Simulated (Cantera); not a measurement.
A closed system holds: 1 mol SiH4, 0.0039 mol Cl2, 48 mol H2, held at 11.0 mbar.

Method: chemical equilibrium by Gibbs-energy minimisation in Cantera with the NASA 1993 tables (ideal gas, pure condensed phases). Candidate condensed phases: Si; 19 gas species. Gases not in the tables: Si2H6 and higher silanes. Kinetics and transport are ignored.

log p: log10 of the partial pressure in bar; n: condensed amount in mol.

```tsv
T (°C)	log p H2	log p H	log p Si	log p HCl	n Si(s)	n Si(l)
675	-1.96	-10.26	<-13	-5.77	1.000	0
750	-1.96	-9.36	<-13	-5.77	1.000	0
825	-1.96	-8.59	…	-5.77	1.000	0
900	-1.96	-7.91	…	-5.77	1.000	0
975	-1.96	-7.31	…	-5.77	1.000	0
1050	-1.96	-6.78	…	-5.77	1.000	0
1125	-1.96	-6.30	…	-5.77	1.000	0
1200	-1.96	-5.88	…	-5.77	1.000	0
1275	-1.96	-5.49	…	-5.77	1.000	0
1350	-1.96	-5.14	…	-5.77	0.999	0
1425	-1.96	-4.82	…	-5.77	0	0.996
1500	-1.96	-4.53	…	-5.77	0	0.988
```

Problem. What belongs in the gaps?

Solution. 
- 825, log p Si: -13.66
- 900, log p Si: -12.31
- 975, log p Si: -11.11
- 1050, log p Si: -10.05
- 1125, log p Si: -9.11
- 1200, log p Si: -8.26
- 1275, log p Si: -7.50
- 1350, log p Si: -6.81
- 1425, log p Si: -6.18
- 1500, log p Si: -5.67
